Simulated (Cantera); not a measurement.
Mixture: H2 : O2 : N2 = 1 : 0.781 : 4.69 (molar parts), at 1.00 atm, adiabatic and at constant pressure. Ignition delay is the time to a rise of 400 K.

Model: the H2/O2 subset of GRI-Mech 3.0, which has no nitrogen chemistry, integrated in Cantera. Where the delays flatten at high temperature, the 400 K rule measures the pace of heat release, not the induction time.

Q: What does this change do: 0.53 parts H2O added?

A: 
| quantity | before | after |
|---|---|---|
| delay at 1173 K | 81.7 µs | 96.6 µs |
| delay at 1373 K | 43.2 µs | 45.8 µs |
| delay at 1573 K | 38.7 µs | 39.5 µs |
| delay at 1773 K | 45.2 µs | 45.4 µs |
| delay at 1973 K | 58.1 µs | 58.3 µs |
